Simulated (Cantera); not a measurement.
An adiabatic, constant-pressure homogeneous reactor starts with 3.92 % CH4, 11.9 % O2, 84.2 % N2, equivalence ratio 0.66, at 1575 K and 11.0 bar.

Computed with Cantera and GRI-Mech 3.0 (53 species, 325 reactions).

Predict: time of steepest temperature rise; temperature at 0.100 s; equilibrium temperature; x(O2) at 0.100 s; x(O) at 0.100 s; x(H2O) at 0.100 s.


```
Property                                                               Value
---------------------------------  -----------------------------------------
time of steepest temperature rise                                   0.133 ms
temperature at 0.100 s                                                2360 K
equilibrium temperature                                               2360 K
x(O2) at 0.100 s                       0.0363 (gas-phase equilibrium 0.0363)
x(O) at 0.100 s                    0.000404 (gas-phase equilibrium 0.000404)
x(H2O) at 0.100 s                      0.0764 (gas-phase equilibrium 0.0764)
```
